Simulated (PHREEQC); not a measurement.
Dissolve 0.18 mol/kgw CuCl2, 0.00076 mol/kgw HNO3 and 0.0013 mol/kgw FeCl3 at 25 °C. Closed to the air; pH follows from the charge balance.

All values are PHREEQC results (ion-association model, phreeqc.dat), not measurements.

Task: The ionic strength comes out as 0.474 mol/kgw. What activity coefficients do Cu+2, Fe+3, CuCl3-, NO3-, CuCl+ get?

Result: Cu+2 0.25, Fe+3 0.091, CuCl3- 0.65, NO3- 0.62, CuCl+ 0.65.

This is a speciation only: nothing precipitates in the calculation. Examples of supersaturated solids here: Hematite (slow to form), Goethite (slow to form). Others may be too. Species that the database lacks are ignored.
